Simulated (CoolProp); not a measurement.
Saturation properties of carbonyl sulfide.

Computed with CoolProp (reference Helmholtz-energy equation of state, Lemmon 2006). It is a short technical equation, of lower accuracy than the large ones.

```tsv
T (K)	p (MPa)	enthalpy of vaporisation (kJ/kg)	liquid cp (kJ/(kg K))
232.7	0.1556	302.3	1.193
240.3	0.2120	296.8	1.205
248	0.2838	291.1	1.218
255.6	0.3714	285.2	1.233
263.2	0.4781	278.9	1.250
270.8	0.6060	272.4	1.270
278.4	0.7578	265.4	1.292
286	0.9358	258.0	1.318
293.7	1.146	250.0	1.349
301.3	1.384	241.5	1.385
308.9	1.657	232.4	1.428
316.5	1.967	222.4	1.479
324.1	2.317	211.6	1.544
331.7	2.710	199.7	1.626
339.4	3.155	186.2	1.739
```

It boils at 223.0 K under 1 atm.
